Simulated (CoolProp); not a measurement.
Vapour-liquid equilibrium of hydrogen sulfide (1) + propane (2) at 1.45 MPa; x and y are mole fractions of (1).

Model: multi-fluid Helmholtz-energy mixture model, Lemmon 2006 and Lemmon 2009; pair parameters Kunz 2012, in CoolProp.

| x | bubble temperature, mixture model (°C) | bubble temperature, Raoult's law (°C) | y, mixture model | y, Raoult's law |
|---|---|---|---|---|
| 0.05 | 36.7 | 40.2 | 0.137 | 0.099 |
| 0.125 | 29.7 | 36.9 | 0.297 | 0.230 |
| 0.2 | 24.4 | 34.0 | 0.414 | 0.344 |
| 0.275 | 20.5 | 31.2 | 0.500 | 0.444 |
| 0.35 | 17.6 | 28.7 | 0.565 | 0.532 |
| 0.425 | 15.4 | 26.3 | 0.618 | 0.610 |
| 0.5 | 13.7 | 24.0 | 0.662 | 0.680 |
| 0.575 | 12.5 | 22.0 | 0.700 | 0.742 |
| 0.65 | 11.6 | 20.0 | 0.737 | 0.798 |
| 0.725 | 11.0 | 18.1 | 0.774 | 0.849 |
| 0.8 | 10.6 | 16.4 | 0.814 | 0.895 |
| 0.875 | 10.6 | 14.7 | 0.865 | 0.937 |
| 0.95 | 11.2 | 13.1 | 0.934 | 0.976 |

The largest gap from Raoult's law is -11.1 K in bubble temperature, at x = 0.35. y crosses x between x = 0.8 and 0.875: the model has an azeotrope there.

Pair parameters are fitted to limited data, so mixtures are less certain than the pure fluids.
